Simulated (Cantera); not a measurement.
Input (Python, Cantera):

```python
import numpy as np
import cantera as ct

gas = ct.Solution("gri30.yaml")
gas.TPX = 1250, 100000, {'C2H4': 1, 'H2': 19}
reactor = ct.IdealGasConstPressureReactor(gas, energy="off", clone=False)
net = ct.ReactorNet([reactor])
net.rtol, net.atol = 1e-08, 1e-18
show = ['C2H4', 'H2', 'C2H2', 'CH2', 'C2H6']
times = np.geomspace(0.001, 200, 14)

steps = ct.SolutionArray(gas, extra=["t"])
rows = []
print(f"{'t/s':>10s}{'T/K':>9s}{'P/Pa':>11s}" + "".join(f"{s:>11s}" for s in show))
for t in times:
    while net.time < t:
        t_next = net.step()
        steps.append(gas.state, t=t_next)
    rows.append([np.interp(t, steps.t, y) for y in (steps.T, steps.P, *steps(*show).X.T)])
    print(f"{t:10.3e}{rows[-1][0]:9.1f}{rows[-1][1]:11.4g}" + "".join(f"{x:11.3e}" for x in rows[-1][2:]))
rate = np.gradient(steps.T, steps.t)
print("integrator steps:", len(steps.t))
if steps.T.max() > steps.T[0] + 200:
    print(f"time of steepest temperature rise: {steps.t[rate.argmax()]:.4e} s")
gas.TPX = 1250, 100000, {'C2H4': 1, 'H2': 19}
gas.equilibrate("TP")
print(f"equilibrium (TP): T = {gas.T:.1f} K  " + "  ".join(f"{s} {gas[s].X[0]:.3e}" for s in show))
```

It prints:

```
       t/s      T/K       P/Pa       C2H4         H2       C2H2        CH2       C2H6
 1.000e-03   1250.0      1e+05  5.000e-02  9.500e-01  3.231e-06  2.299e-15  3.703e-07
 2.557e-03   1250.0      1e+05  4.999e-02  9.500e-01  8.713e-06  8.712e-15  2.984e-06
 6.539e-03   1250.0      1e+05  4.990e-02  9.500e-01  3.456e-05  1.277e-13  6.231e-05
 1.672e-02   1250.0      1e+05  4.669e-02  9.495e-01  8.044e-04  3.868e-12  2.192e-03
 4.276e-02   1250.0      1e+05  4.002e-02  9.461e-01  3.410e-03  8.721e-12  2.994e-03
 1.094e-01   1250.0      1e+05  3.230e-02  9.395e-01  5.522e-03  1.170e-11  2.399e-03
 2.797e-01   1250.0      1e+05  2.452e-02  9.299e-01  5.155e-03  1.234e-11  1.806e-03
 7.152e-01   1250.0      1e+05  1.654e-02  9.185e-01  3.499e-03  9.853e-12  1.209e-03
 1.829e+00   1250.0      1e+05  9.171e-03  9.079e-01  1.926e-03  5.866e-12  6.610e-04
 4.677e+00   1250.0      1e+05  3.812e-03  9.002e-01  8.012e-04  2.545e-12  2.683e-04
 1.196e+01   1250.0      1e+05  9.822e-04  8.961e-01  2.079e-04  7.750e-13  6.667e-05
 3.058e+01   1250.0      1e+05  2.085e-04  8.950e-01  4.200e-05  3.221e-13  1.532e-05
 7.821e+01   1250.0      1e+05  1.664e-04  8.950e-01  3.276e-05  2.992e-13  1.273e-05
 2.000e+02   1250.0      1e+05  1.664e-04  8.950e-01  3.275e-05  2.992e-13  1.272e-05
integrator steps: 1293
equilibrium (TP): T = 1250.0 K  C2H4 1.664e-04  H2 8.950e-01  C2H2 3.275e-05  CH2 2.992e-13  C2H6 1.272e-05
```

Model: GRI-Mech 3.0 (53 species, 325 reactions), integrated in Cantera. GRI-Mech 3.0 was tuned for natural gas; its chemistry of ethylene as a main component is partial and can be far from experiment. GRI-Mech 3.0 stops at C3 and has no aromatics, soot or wall deposition, so with more carbon than oxygen in the feed, carbon stays in small species such as C2H2 where larger ones or solid carbon would form.
